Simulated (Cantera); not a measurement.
Input (Python, Cantera) and output of one run.

```python
import numpy as np
import cantera as ct

gas_names = """
    Br Br2 H HBr H2 N NH NH2 NH3 N2 N2H2 N2H4 Si SiBr SiBr2 SiBr3 SiBr4 SiH SiHBr3 SiH2 SiH2Br2 SiH3
    SiH3Br SiH4 SiN Si2 Si2N Si3
""".split()
cond_names = """
    Br2(cr) Br2(L) Si(cr) Si(L) Si3N4(a)
""".split()


# ... load() reads the species with a 1 bar reference pressure and builds the phases ...
atoms = {
    'Si': {'Si': 1},
    'HBr': {'H': 1, 'Br': 1},
    'N2': {'N': 2},
}
top_T = {'Si3N4(a)': 2400}  # K; cautious upper limits of use, not melting points


# ... equilibrate(T, P, feed) seeds the gas with the atoms and calls Mixture.equilibrate('TP', solver="vcs", rtol=1e-11, max_steps=5000) ...
results = []
feed = {'Si': 1, 'HBr': 4.8, 'N2': 12}  # mol
P = 1000  # Pa
for T in [800, 875, 950, 1025, 1100, 1175, 1250, 1325, 1400, 1475, 1550, 1625]:
    mix = equilibrate(T, P, feed)
    results.append((T, P, feed, dict(zip(mix.species_names, mix.species_moles))))

top = {s: max(r[3][s] / sum(r[3][g] for g in gas_names) for r in results) for s in gas_names}
cols = sorted((s for s in top if top[s] > 0.0001), key=lambda s: -top[s])[:7]
seen = [c for c in cond_names if any(r[3].get(c, 0) > 1e-12 for r in results)]
print("log10 of partial pressures in bar; condensed amounts in mol")
print(f"{'T/K':>10s}" + "".join(f"{s[:9]:>10s}" for s in cols + seen))
for T, P, feed, n in results:
    ng = sum(n[g] for g in gas_names)
    print(f"{T:10.4g}" + "".join(f"{np.log10(max(n[s] / ng * P / 1e5, 1e-99)):10.3f}" for s in cols)
          + "".join(f"{n.get(c, 0):10.4g}" for c in seen))
```

Output:

```
log10 of partial pressures in bar; condensed amounts in mol
       T/K        N2       HBr        H2     SiBr2        Br     SiBr4     SiBr3  Si3N4(a)
       800    -2.143    -2.643    -3.444   -11.106    -8.315    -3.745    -9.040    0.2372
       875    -2.144    -2.639    -3.458    -9.568    -7.457    -3.759    -8.098    0.2402
       950    -2.144    -2.636    -3.468    -8.275    -6.734    -3.770    -7.306    0.2424
      1025    -2.144    -2.634    -3.477    -7.175    -6.116    -3.779    -6.632    0.2442
      1100    -2.144    -2.632    -3.483    -6.229    -5.582    -3.789    -6.052    0.2454
      1175    -2.145    -2.632    -3.486    -5.409    -5.118    -3.804    -5.553    0.2455
      1250    -2.145    -2.634    -3.482    -4.703    -4.714    -3.841    -5.133    0.2412
      1325    -2.147    -2.644    -3.459    -4.114    -4.374    -3.947    -4.816    0.2223
      1400    -2.148    -2.674    -3.393    -3.677    -4.113    -4.214    -4.663    0.1728
      1475    -2.149    -2.735    -3.283    -3.406    -3.937    -4.693    -4.706    0.0929
      1550    -2.149    -2.826    -3.172    -3.247    -3.819    -5.291    -4.871  0.003263
      1625    -2.151    -2.855    -3.147    -3.239    -3.621    -5.788    -5.066         0
```

These are equilibrium values from Cantera (NASA tables, ideal gas, pure condensed phases), not measurements of a reactor. N2 is the only nitrogen source here; it is nearly inert below about 1500 K, so the nitride shown seldom forms there in practice. The tables' values for SiBr3, SiBr are old estimates; treat these amounts as uncertain.
